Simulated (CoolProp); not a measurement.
A Linde-Hampson liquefier for ethane: isothermal reversible compression at 320 K from 1 atm to 25 MPa, throttling to 1 atm, return gas leaving the recuperator 2 K below the feed. Each further row changes one setting.

Computed with CoolProp (reference Helmholtz-energy equation of state, Bücker 2006).

```
case                        liquid yield per pass  compression work (kJ/kg of gas)
--------------------------  ---------------------  -------------------------------
as stated                                   0.465                              378
high pressure 50 MPa                        0.448                              436
warm-end temperature 350 K                  0.386                              443
warm-end gap 7 K                            0.458                              378
```
